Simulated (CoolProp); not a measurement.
The fluid at 331.18 K and 2.24 MPa (gas) is heated at constant pressure to 413.7 K. The same conditions are run with several fluids, on thermodynamics alone (safety and materials aside).

Computed with CoolProp (reference Helmholtz-energy equation of state of each fluid (hydrogen chloride: Thol 2018; dry air: Lemmon 2000; R13: Platzer 1990; carbon dioxide: Span 1996; CH2F2 (R32): Tillner-Roth 1997)). The equations of Platzer and Polt are older, rougher fits. Blends and air are pseudo-pure fits.

**Question.** Rank hydrogen chloride, dry air, R13, carbon dioxide, CH2F2 (R32) by heat (kJ/kg), highest first.

**Answer.** CH2F2 (R32) (98.4), dry air (85.1), carbon dioxide (82.5), hydrogen chloride (75.5), R13 (65.5)

```
fluid              final density (kg/m³)
-----------------  ---------------------
hydrogen chloride                   24.9
dry air                             18.8
R13                                 72.7
carbon dioxide                      29.7
CH2F2 (R32)                         37.0
```
